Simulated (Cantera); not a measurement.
A closed system holds: 1 mol V, 7.4 mol NH3, 91 mol N2, equilibrated at 0.00380 bar.

These are equilibrium values from Cantera (NASA tables, ideal gas, pure condensed phases), not measurements of a reactor. Candidate condensed phases: V, VN; 11 gas species. VN: taken at fixed stoichiometry. Condensed phases not in the tables: V2N, N, O or C dissolved in the metal. Rates play no part.

Q: What share of the V ends up in condensed phases as a function of T (K), at 2000, 2075, 2150, 2225, 2300, 2375, 2450, 2525, 2600?

A: 
| T (K) | V condensed (%) | as |
|---|---|---|
| 2000 | 95.1 | VN(s) |
| 2075 | 80.7 | V(s) |
| 2150 | 46.5 | V(s) |
| 2225 | 0.0 | - |
| 2300 | 0.0 | - |
| 2375 | 0.0 | - |
| 2450 | 0.0 | - |
| 2525 | 0.0 | - |
| 2600 | 0.0 | - |
